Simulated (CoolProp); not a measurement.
Vapour-liquid equilibrium of ethylene (1) + n-butane (2) at 227.8 K; x and y are mole fractions of (1).

Values from CoolProp's multi-fluid Helmholtz-energy mixture model, Smukala 2000 and Bücker 2006; pair parameters Bell 2016.

| x | bubble pressure, mixture model (kPa) | bubble pressure, Raoult's law (kPa) | y, mixture model | y, Raoult's law |
|---|---|---|---|---|
| 0.05 | 88.11 | 73.45 | 0.860 | 0.839 |
| 0.2 | 253.0 | 256.4 | 0.954 | 0.961 |
| 0.35 | 391.8 | 439.4 | 0.973 | 0.982 |
| 0.5 | 544.4 | 622.4 | 0.983 | 0.990 |
| 0.65 | 725.3 | 805.4 | 0.990 | 0.995 |
| 0.8 | 933.0 | 988.4 | 0.995 | 0.997 |
| 0.95 | 1156 | 1171 | 0.999 | 0.999 |

The largest gap from Raoult's law is +20.0 % in bubble pressure, at x = 0.05. No azeotrope shows between x = 0.05 and 0.95.

The pair parameters rest on a limited set of measurements; away from them the model extrapolates. The gap from Raoult's law changes sign with composition, which may be real or a fault of the pair parameters; it wasn't checked against measurements.
